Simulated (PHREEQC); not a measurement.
## Copper plating or etch bath: an equilibrium model

Solution (25 °C): 0.011 mol Cu(NO3)2 and 0.062 mol FeCl3 per kg of water. Closed to the air; pH follows from the charge balance.

Equilibrium calculation in PHREEQC: ion-association model, wateq4f.dat.

Each row changes one thing in this solution. No solid was allowed to form.

```tsv
case	pH	ionic strength (mol/kgw)	Cl- (mol/kgw)	FeCl+2 (mol/kgw)	Fe+3 (mol/kgw)	Cu+2 (mol/kgw)	SI of Goethite (FeOOH)	SI of Tenorite (CuO)
as made	1.92	0.300	0.152	0.0246	0.0185	0.00981	+4.07	-6.32
Cu(NO3)2 from 0.011 to 0.0099 mol/kgw	1.92	0.297	0.152	0.0246	0.0185	0.00882	+4.07	-6.37
temperature from 25 to 35 °C	1.87	0.295	0.151	0.0268	0.0152	0.00923	+4.16	-6.10
0.0013 mol/kgw HNO3 added	1.91	0.301	0.152	0.0249	0.0188	0.00981	+4.03	-6.36
FeCl3 from 0.062 to 0.093 mol/kgw	1.88	0.404	0.216	0.0433	0.0241	0.00948	+3.99	-6.47
FeCl3 from 0.062 to 0.31 mol/kgw	1.92	0.975	0.605	0.186	0.0414	0.00804	+4.22	-6.56
```

The ionic strength passes 0.7 mol/kgw, the rough limit of the ion-association models, in FeCl3 from 0.062 to 0.31 mol/kgw. Species that the database lacks are ignored. Some of these states are supersaturated (in Hematite (slow to form), Goethite (slow to form), for instance).
